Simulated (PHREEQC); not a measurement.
PHREEQC input (ion-association model, wateq4f.dat):

```
SOLUTION_MASTER_SPECIES
  An  An-  0  An  62.0  # stands for a non-complexing anion
SOLUTION_SPECIES
  An- = An-
    -log_k 0
    -gamma 3.0 0
  PO4-3 + 3H+ = H3PO4  # constants of phreeqc.dat
    -log_k 21.721
    -delta_h -10.1 kJ
PHASES
  Fix_H+
    H+ = H+
    -log_k 0
SOLUTION 1
  temp 25
  units mmol/kgw
  pH 7 charge
  Cl 0.046
  Ni 0.023
  P 0.0051
  Na 1.0051
  An 1
END
SELECTED_OUTPUT 1
  -reset false
  -pH true
  -pe true
  -ionic_strength true
  -water true
  -totals Cl Na Ni P
  -molalities Hfo_wOH Hfo_wOH2+ Hfo_wO- Hfo_sOH Hfo_sOH2+ Hfo_sO- Hfo_sONi+ Hfo_wONi+ Hfo_wH2PO4 Hfo_wHPO4-
    Hfo_wPO4-2
  -saturation_indices Ni(OH)2 Ni3(PO4)2 Halite
USER_PUNCH 1
  -headings sigma psi
  10 PUNCH EDL("sigma", "Hfo"), EDL("psi", "Hfo")
PRINT
  -reset false
USE solution 1
SURFACE 1
  Hfo_wOH 9.4382e-05 600 0.042
  Hfo_sOH 2.35955e-06
EQUILIBRIUM_PHASES 1
  Fix_H+ -4 HAn 10
    -force_equality true
  O2(g) -0.68 10
END
# ... the last block is repeated for the other 16 points of pH, with NaOH or the acid as the point needs
```

Selected output (columns that matter, 16 of 17 rows; pH added in front):

```
pH	mu	Na	Ni	P	m_Hfo_wOH	m_Hfo_wOH2+	m_Hfo_wO-	m_Hfo_sOH	m_Hfo_sOH2+	si_Ni(OH)2	si_Ni3(PO4)2	si_Halite	sigma	psi
4	0.0011919	0.0010051	2.3e-05	3.2853e-11	5.1775e-05	3.5791e-05	1.7158e-06	1.3682e-06	9.458e-07	-7.5057	-26.936	-8.9507	0.10752	0.20411
4.38	0.0011275	0.0010051	2.2999e-05	4.7088e-11	5.7218e-05	2.9524e-05	2.5403e-06	1.5115e-06	7.7991e-07	-6.744	-25.091	-8.9498	0.078127	0.18914
4.75	0.0010999	0.0010051	2.2995e-05	7.4875e-11	6.0806e-05	2.5102e-05	3.3743e-06	1.6036e-06	6.6199e-07	-6.0033	-23.204	-8.9495	0.056314	0.17299
5.12	0.0010871	0.0010051	2.2975e-05	1.303e-10	6.3187e-05	2.1921e-05	4.1725e-06	1.6531e-06	5.7351e-07	-5.2633	-21.247	-8.9493	0.039841	0.15557
5.5	0.0010806	0.0010051	2.2877e-05	2.4916e-10	6.4781e-05	1.9587e-05	4.9083e-06	1.6275e-06	4.9207e-07	-4.505	-19.179	-8.9492	0.027402	0.13662
5.88	0.0010763	0.0010051	2.247e-05	5.0678e-10	6.5864e-05	1.7804e-05	5.5819e-06	1.3738e-06	3.7136e-07	-3.7527	-17.091	-8.9491	0.018569	0.11702
6.25	0.0010719	0.0010051	2.1518e-05	1.0605e-09	6.6627e-05	1.624e-05	6.262e-06	7.7162e-07	1.8808e-07	-3.0314	-15.082	-8.9491	0.012594	0.097789
6.62	0.0010672	0.0010051	2.0247e-05	2.4156e-09	6.6861e-05	1.4757e-05	6.9398e-06	2.5158e-07	5.5526e-08	-2.3178	-13.085	-8.949	0.0084052	0.078451
7.38	0.0010578	0.0010211	1.208e-05	1.4787e-08	6.1929e-05	8.8486e-06	9.9293e-06	2.2661e-08	3.2378e-09	-1.0229	-9.7773	-8.942	0.0037506	0.044664
7.75	0.0010523	0.0010341	5.9534e-06	3.7163e-08	5.6141e-05	5.6139e-06	1.2861e-05	1.2071e-08	1.207e-09	-0.5919	-8.9529	-8.9364	0.0025214	0.031945
8.12	0.0010495	0.0010433	1.9872e-06	1.185e-07	5.1395e-05	3.9254e-06	1.5415e-05	8.7196e-09	6.6599e-10	-0.3329	-8.5404	-8.9325	0.0012789	0.01698
8.5	0.0010511	0.0010493	4.6756e-07	4.713e-07	4.9177e-05	3.2278e-06	1.7164e-05	7.7193e-09	5.0665e-10	-0.2139	-8.4531	-8.93	-0.00011885	-0.0016052
8.88	0.0010588	0.0010572	1.0648e-07	1.5729e-06	4.8165e-05	2.7385e-06	1.9407e-05	7.4277e-09	4.2231e-10	-0.1348	-8.6673	-8.9269	-0.0015554	-0.020396
9.25	0.0010747	0.0010718	3.0963e-08	3.2731e-06	4.7117e-05	2.254e-06	2.2563e-05	7.2388e-09	3.4629e-10	-0.0487	-9.2444	-8.9212	-0.003096	-0.037846
9.62	0.0011036	0.0010997	1.3536e-08	4.5222e-06	4.6068e-05	1.9319e-06	2.5166e-05	7.0711e-09	2.9653e-10	0.0186	-10.24	-8.9104	-0.0051841	-0.056351
10	0.0011661	0.0011622	9.9231e-09	4.9746e-06	4.5156e-05	1.749e-06	2.6709e-05	6.9297e-09	2.684e-10	0.0619	-11.552	-8.8873	-0.0084783	-0.076788
```

Along this series the solution becomes supersaturated in solids that the run did not let form, among them Ni(OH)2. H3PO4, which wateq4f.dat lacks, is added to it with the constant of phreeqc.dat. The database has no phosphate complexes of Ni.
